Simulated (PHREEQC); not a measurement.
Dissolve 8 mmol/kgw CuCl2, 0.88 mmol/kgw HBF4 and 1.9 mmol/kgw FeCl3 at 25 °C. Closed to the air; pH follows from the charge balance.

The numbers come from PHREEQC with the ion-association model, wateq4f.dat.

Each row changes one thing in this solution. No solid was allowed to form.

```
case                                            pH  ionic strength (mol/kgw)  HF (mol/kgw)  F- (mol/kgw)  BF2(OH)2- (mol/kgw)  H2F2 (mol/kgw)
--------------------------------------------  ----  ------------------------  ------------  ------------  -------------------  --------------
as made                                       2.54                    0.0300      0.000277       7.75e-5              5.50e-7         2.02e-7
CuCl2 left out                                2.52                   0.00645      0.000259       6.22e-5              4.06e-7         1.76e-7
diluted 100-fold with water                   4.21                  0.000330       2.61e-6       2.88e-5             1.88e-11        1.77e-11
CuCl2 from 0.008 to 0.012 mol/kgw             2.55                    0.0416      0.000282       8.24e-5              6.00e-7         2.10e-7
FeCl3 from 0.0019 to 0.00209 mol/kgw          2.54                    0.0308      0.000211       5.77e-5              3.12e-7         1.17e-7
FeCl3 replaced by ZnCl2 at the same molality  2.92                    0.0303       0.00157       0.00104              3.13e-5         6.44e-6
```

Some of these states are supersaturated (in Hematite (slow to form), Goethite (slow to form), Fe(OH)3(a), for instance). Real BF4- forms and hydrolyses slowly; the run takes it at equilibrium. Fluoro complexes past AlF4- and FeF3 are missing from the database.
